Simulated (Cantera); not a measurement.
## Thermodynamics of silicon oxide and oxynitride deposition, feed Si₂H₆ + H₂O + H₂

Charge: 1 mol Si₂H₆, 0.78 mol H₂O, 10 mol H₂, equilibrated at 1525 °C and 1000 Pa.

Method: chemical equilibrium by Gibbs-energy minimisation in Cantera with the NASA 1993 tables (ideal gas, pure condensed phases). Candidate condensed phases: H₂O, Si, SiO₂; 18 gas species. The feed counts by its element totals alone. Gases not in the tables: Si₂H₆ and higher silanes. The numbers say what is thermodynamically allowed, not how fast it happens.

- x(H₂) = 0.943
- x(SiO) = 0.0535
- x(H) = 0.00342
- x(Si) = 0.000308
- x(SiH) = 3.44e-5
- x(SiH₂) = 2.78e-5
- x(Si₂) = 1.85e-6
- n(Si(l)) = 1.21 mol
- gas amount = 14.59 mol
